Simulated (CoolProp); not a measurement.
20 sccm (0 °C, 1 atm) of nitrogen bubbles through liquid methanol at 277 K and leaves saturated at a total pressure of 0.0345 MPa (ideal gas phase). Each further row changes one setting.

The numbers come from the reference Helmholtz-energy equation of state, de Reuck 1993 in CoolProp.

```tsv
case	vapour pressure (kPa)	mole fraction of vapour	delivery (mg/min)	delivery (sccm)	change of delivery for a bath 1 K warmer (%)
as stated	5.15	(withheld)	5.02	3.51	7.5
bath temperature 282 K	6.95	0.202	(withheld)	5.05	7.7
total pressure 0.069 MPa	5.15	(withheld)	2.31	(withheld)	6.8
```

Fill in the missing entries.


- as stated, mole fraction of vapour: 0.149
- bath temperature 282 K, delivery (mg/min): 7.22
- total pressure 0.069 MPa, mole fraction of vapour: 0.0747
- total pressure 0.069 MPa, delivery (sccm): 1.61
